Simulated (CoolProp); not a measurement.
A single-stage vapour-compression cycle with propyne: evaporating at 322.15 K (dew point), condensing at 383.15 K (bubble point), superheat 10 K, subcooling 8 K, compressor efficiency 0.75, no pressure losses. Each further row changes one setting.

Model: reference Helmholtz-energy equation of state, Polt 1992, in CoolProp. This equation is an older, rougher fit; its heat capacities, sound speeds and derivatives of the liquid may be far off and weren't checked against measurements.

| case | cooling COP | pressure ratio | discharge temperature (K) | refrigerating effect (kJ/kg) | volumetric capacity (kJ/m³) |
|---|---|---|---|---|---|
| as stated | ? | 3.63 | 416.3 | 286 | 5400 |
| evaporating temperature 327.15 K | ? | ? | 414.1 | 291 | ? |
| condensing temperature 378.15 K | ? | 3.31 | 409.8 | ? | ? |
| subcooling 13 K | 2.97 | 3.63 | 416.3 | 305 | 5760 |
| superheat 20 K | ? | 3.63 | 426.3 | 306 | 5490 |
| compressor efficiency 0.65 | 2.41 | 3.63 | 422.3 | 286 | 5400 |

Q: Complete the blanks.

A: 
- as stated, cooling COP: 2.78
- evaporating temperature 327.15 K, cooling COP: 3.14
- evaporating temperature 327.15 K, pressure ratio: 3.21
- evaporating temperature 327.15 K, volumetric capacity (kJ/m³): 6200
- condensing temperature 378.15 K, cooling COP: 3.18
- condensing temperature 378.15 K, refrigerating effect (kJ/kg): 304
- condensing temperature 378.15 K, volumetric capacity (kJ/m³): 5740
- superheat 20 K, cooling COP: 2.82
